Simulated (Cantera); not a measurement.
Input: 1 mol Ti(OiPr)₄, 1.2 mol CH₄, held at 2198.15 K and 0.520 bar.

Equilibrium computed with Cantera from the NASA thermochemical tables; the gas is ideal and each condensed phase is pure. Candidate condensed phases: C, C₆H₆, C₇H₈, C₈H₁₈, H₂O, Ti, TiC, TiO, TiO₂, Ti₂O₃, Ti₃O₅, Ti₄O₇; 113 gas species. The feed counts by its element totals alone. TiC: taken at fixed stoichiometry. Rates play no part.

Base state: H₂ 0.796, CO 0.195, H 0.00689, C₂H₂ (acetylene) 0.00202, CH₄ 8.69e-5, CH₃ 1.44e-5 (mole fractions); condensed: C(graphite) + TiC(s).

**Question.** What changes in the equilibrium state with this change: pressure from 0.520 bar to 1.30 mbar?

**Answer.** 
```csv
species,before,after
H₂,0.796,0.687
CO,0.195,0.184
H,0.00689,0.128
Ti,4.78e-8,1.91e-5
CH₄,8.69e-5,1.62e-7
CH₃,1.44e-5,5.78e-7
"C(graphite), mol",8.12,8.12
"TiC(s), mol",1.000,1.000
```
